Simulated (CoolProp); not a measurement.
Vapour-liquid equilibrium of ethylbenzene (1) + m-xylene (2) at 0.0175 bar; x and y are mole fractions of (1).

Computed with CoolProp (multi-fluid Helmholtz-energy mixture model, Zhou 2012 and Zhou 2012; pair parameters Bell 2016).

Problem. Give the bubble temperature and the first vapour's composition at x = 0.2, 0.425, 0.8. Is there an azeotrope?

Solution. x = 0.2: 305.5 K, y = 0.225; x = 0.425: 304.9 K, y = 0.459; x = 0.8: 304.1 K, y = 0.817. No azeotrope shows between x = 0.05 and 0.95.

Pair parameters are fitted to limited data, so mixtures are less certain than the pure fluids.
